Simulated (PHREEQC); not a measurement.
## Buffer

Consider water at 25 °C with 0.13 mol NaHCO3, 0.002 mol Na2B4O7 and 0.29 mol KCl per kg of water. Closed to the air; pH follows from the charge balance.

The numbers come from PHREEQC with the ion-association model, phreeqc.dat.

Each row changes one thing in this solution. Precipitation was switched off in this run.

```tsv
case	pH	ionic strength (mol/kgw)	Na+ (mol/kgw)	HCO3- (mol/kgw)	H3BO3 (mol/kgw)	NaHCO3 (mol/kgw)	SI of Sylvite (KCl)	SI of Halite (NaCl)
as made	8.20	0.421	0.129	0.121	0.00702	0.00400	-2.34	-3.32
diluted 100-fold with water	?	0.00427	0.00134	0.00126	6.49e-5	8.28e-7	-6.04	-7.04
Na2B4O7 from 0.002 to 0.0022 mol/kgw	8.22	?	0.129	0.121	0.00768	0.00401	-2.34	-3.32
temperature from 25 to 35 °C	8.07	0.420	0.128	0.120	0.00713	0.00373	-2.39	-3.34
NaHCO3 from 0.13 to 0.26 mol/kgw	7.99	0.540	0.246	0.236	0.00736	0.0142	-2.36	-3.05
Na2B4O7 from 0.002 to 0.001 mol/kgw	8.08	0.419	0.127	0.121	0.00362	0.00398	-2.34	-3.33
diluted 10-fold with water	8.48	?	0.0133	0.0125	0.000661	6.47e-5	-4.14	-5.15
```

Problem. Some entries are withheld; supply them.

Solution. 
- diluted 100-fold with water, pH: 8.57
- Na2B4O7 from 0.002 to 0.0022 mol/kgw, ionic strength (mol/kgw): 0.422
- diluted 10-fold with water, ionic strength (mol/kgw): 0.0426
